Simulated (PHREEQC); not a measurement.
2 g of hydrous ferric oxide (600 m²/g; 0.2 weak and 0.005 strong sites per Fe, Dzombak-Morel constants, diffuse double layer) in 1 kg of water with 0.001 mol/kgw of an inert sodium salt and 0.26 mmol/kgw Na2HAsO4, at 25 °C; the pH is set by adding NaOH or the inert anion's acid. Oxygen is held at 0.21 atm. No CO2 enters from the air. No solid was allowed to form.

The numbers come from PHREEQC with the ion-association model, wateq4f.dat.

| pH | As sorbed (%) | surface charge σ (C/m²) | surface potential ψ (mV) |
|---|---|---|---|
| 4 | 100.0 | 0.130 | 195 |
| 4.5 | 100.0 | 0.082 | 176 |
| 5 | 100.0 | 0.050 | 154 |
| 5.5 | 100.0 | 0.030 | 129 |
| 6 | 100.0 | 0.017 | 103 |
| 6.5 | 100.0 | 0.010 | 75 |
| 7 | 100.0 | 0.005 | 47 |
| 7.5 | 100.0 | 0.002 | 18 |
| 8 | 100.0 | -0.001 | -11 |
| 8.5 | 99.9 | -0.004 | -40 |
| 9 | 98.9 | -0.008 | -68 |
| 9.5 | 92.4 | -0.014 | -95 |
| 10 | 71.2 | -0.022 | -118 |
| 10.5 | 42.4 | -0.039 | -138 |
| 11 | 19.5 | -0.068 | -155 |
| 11.5 | 7.6 | -0.121 | -168 |
| 12 | 2.9 | -0.211 | -174 |

Complexes and solids missing from the database can't appear.
